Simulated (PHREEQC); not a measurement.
Synthetic water in mg/kgw, 63 °C, pH 6.55, pe 8.4:

```tsv
constituent	mg/kgw
Na	1.53
K	1.79
Ca	2.52
Mg	3.01
Cl	16.4
S(6) as SO4	1.08
Alkalinity as HCO3	9.56
N(5) as NO3	0.00551
```

Valence states are taken as typed.

Computed with PHREEQC (ion-association model, wateq4f.dat).

Precipitation was switched off in this run.

Problem. Order these C species by the share of C that they hold, largest first: HCO3-, CO2, MgHCO3+.

Solution. HCO3- (65 %), CO2 (35 %), MgHCO3+ (0.11 %)

Problem. Order these S species by the share of S that they hold, largest first: SO4-2, CaSO4, MgSO4.

Solution. SO4-2 (94 %), MgSO4 (4.9 %), CaSO4 (1.2 %)

The pH is 6.55 and the ionic strength 0.000758 mol/kgw. Species that the database lacks are ignored. Constants without temperature data keep their 25 °C values here.
